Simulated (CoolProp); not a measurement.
Vapour-liquid equilibrium of R134a (1) + R245fa (2) at 340.7 K; x and y are mole fractions of (1).

The numbers come from the multi-fluid Helmholtz-energy mixture model, Tillner-Roth 1994 and Akasaka 2015; pair parameters Akasaka 2014 in CoolProp.

```csv
x,"bubble pressure, mixture model (bar)","bubble pressure, Raoult's law (bar)","y, mixture model","y, Raoult's law"
0.05,6.330,6.421,0.129,0.156
0.2,8.228,8.570,0.404,0.467
0.35,10.18,10.72,0.584,0.654
0.5,12.20,12.87,0.715,0.778
0.65,14.34,15.02,0.818,0.867
0.8,16.64,17.17,0.903,0.934
0.95,19.14,19.32,0.977,0.985
```

The largest gap from Raoult's law is -5.2 % in bubble pressure, at x = 0.5. No azeotrope shows between x = 0.05 and 0.95.

Pair parameters are fitted to limited data, so mixtures are less certain than the pure fluids.
